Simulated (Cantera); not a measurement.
Source: NASA polynomial tables (part measured, part estimated), evaluated in Cantera. Values are per mole of reaction as written; species without (g) are pure solids or liquids, kept so even where they would boil at 1 bar.

Between 300 and 2325 K, where is each reaction favourable under standard conditions?
- Si₃N₄ + 12 F(g) ⇌ 3 SiF₄(g) + 2 N₂(g)


- Si₃N₄ + 12 F(g) ⇌ 3 SiF₄(g) + 2 N₂(g): ΔG° is -4817 kJ at 300 K and -3069 kJ at 2325 K; it stays negative (K > 1). ΔH° is -5149 kJ and ΔS° -894 J/K at 2325 K.
